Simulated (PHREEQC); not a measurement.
Make-up at 10 °C: 0.026 mol/kgw FeCl3 and 0.0049 mol/kgw MgCl2. Closed to the air; pH follows from the charge balance.

Model: ion-association model, phreeqc.dat, run in PHREEQC.

Each row changes one thing in this solution. Precipitation was switched off in this run.

```json
[
 {"case": "as made", "pH": "2.20", "ionic strength (mol/kgw)": "0.143", "Cl- (mol/kgw)": "0.0797"},
 {"case": "temperature from 10 to 15 °C", "pH": "2.17", "ionic strength (mol/kgw)": "0.142", "Cl- (mol/kgw)": "0.0794"},
 {"case": "temperature from 10 to 55 °C", "pH": "1.98", "ionic strength (mol/kgw)": "0.131", "Cl- (mol/kgw)": "0.0787"},
 {"case": "FeCl3 replaced by Fe2(SO4)3 at the same molality", "pH": "2.69", "ionic strength (mol/kgw)": "0.108", "Cl- (mol/kgw)": "0.00963"},
 {"case": "MgCl2 from 0.0049 to 0.049 mol/kgw", "pH": "2.28", "ionic strength (mol/kgw)": "0.262", "Cl- (mol/kgw)": "0.163"},
 {"case": "FeCl3 replaced by MnCl2 at the same molality", "pH": "6.55", "ionic strength (mol/kgw)": "0.0878", "Cl- (mol/kgw)": "0.0594"}
]
```

Species that the database lacks are ignored. Some of these states are supersaturated (in Hematite (slow to form), Goethite (slow to form), for instance). Away from 25 °C the constants follow the database's enthalpies or fits; those with neither stay at their 25 °C values.
